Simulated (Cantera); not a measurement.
Input (Python, Cantera) and output of one run.

```python
import numpy as np
import cantera as ct

gas_names = """
    SiH2 H2
""".split()
cond_names = """
    Si(cr) Si(L)
""".split()


def load(file, names, dense=False):
    # The tables refer to 1 bar. Condensed volumes are neglected.
    table = {s.name: s for s in ct.Species.list_from_file(file)}
    out = []
    for n in names:
        d = dict(table[n].input_data)
        d["thermo"] = dict(d["thermo"], **{"reference-pressure": 1e5})
        if dense:
            d["equation-of-state"] = {"model": "constant-volume", "density": "1e6 g/cm^3"}
        out.append(ct.Species.from_dict(d))
    return out


species = {s.name: s for s in load("nasa_gas.yaml", gas_names) + load("nasa_condensed.yaml", cond_names)}
# Each term lists the table entries of one substance; the one whose range holds T is used.
reactions = {
    'SiH2(g) = Si + H2(g)':
        [(-1, ['SiH2']), (1, ['Si(cr)', 'Si(L)']), (1, ['H2'])],
}


def pick(names, T):
    return next(species[n] for n in names if species[n].thermo.min_temp <= T <= species[n].thermo.max_temp)


results = []
for label, terms in reactions.items():
    print(label)
    print("     T/K   dH/kJ  dS/(J/K)   dG/kJ   log10 K")
    for T in [300, 2623, 2673, 2723, 2773, 2823, 2873, 2923, 2973]:
        used = [(nu, pick(names, T)) for nu, names in terms]
        dH = sum(nu * s.thermo.h(T) for nu, s in used) / 1e6
        dS = sum(nu * s.thermo.s(T) for nu, s in used) / 1e3
        dG = dH - T * dS / 1e3
        logK = -dG * 1e6 / (ct.gas_constant * T * np.log(10))
        results.append((label, T, dH, dS, dG, logK, [s.name for _, s in used]))
        print(f"{T:8g} {dH:8.1f} {dS:8.1f} {dG:8.1f} {logK:8.2f}")
```

Output:

```
SiH2(g) = Si + H2(g)
     T/K   dH/kJ  dS/(J/K)   dG/kJ   log10 K
     300   -245.3    -58.0   -227.9    39.69
    2623   -186.6    -17.4   -141.0     2.81
    2673   -186.3    -17.3   -140.1     2.74
    2723   -186.0    -17.2   -139.2     2.67
    2773   -185.8    -17.1   -138.4     2.61
    2823   -185.5    -17.0   -137.5     2.54
    2873   -185.2    -16.9   -136.7     2.48
    2923   -184.9    -16.8   -135.8     2.43
    2973   -184.6    -16.7   -135.0     2.37
```

Source: NASA polynomial tables (part measured, part estimated), evaluated in Cantera. Condensed species are held in their standard states even where they would react or evaporate.
